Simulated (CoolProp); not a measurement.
Carbon monoxide along the isobar 4.69 MPa: fugacity coefficient from the reference equation and from simpler models built on Tc = -140.3 °C, pc = 3.498 MPa, ω = 0.050; each cubic takes its own stable root.

The numbers come from the reference Helmholtz-energy equation of state, Lemmon 2006 in CoolProp. It is a short technical equation, of lower accuracy than the large ones.

```csv
T (°C),phase,reference
-192.85,liquid,0.02269
-182.45,liquid,0.06246
-172.15,liquid,0.1328
-161.75,liquid,0.2380
-151.45,liquid,0.3712
-141.05,liquid,0.5218
-130.75,supercritical,0.6515
-120.35,supercritical,0.7256
-109.95,supercritical,0.7781
-99.65,supercritical,0.8182
-89.25,supercritical,0.8504
-78.95,supercritical,0.8762
-68.55,supercritical,0.8976
-58.15,supercritical,0.9153
-47.85,supercritical,0.9299
```

### Question
How far does each simpler model (Redlich-Kwong, Soave-Redlich-Kwong, Peng-Robinson) lie from the reference over these 15 states: mean and median of the absolute difference, and the worst?

### Answer
- Redlich-Kwong: mean 1.7 %, median 0.7 %, worst -10.5 % at -192.85 °C and 4.69 MPa
- Soave-Redlich-Kwong: mean 0.6 %, median 0.7 %, worst +1.3 % at -161.75 °C and 4.69 MPa
- Peng-Robinson: mean 2.7 %, median 2.7 %, worst -4.3 % at -130.75 °C and 4.69 MPa
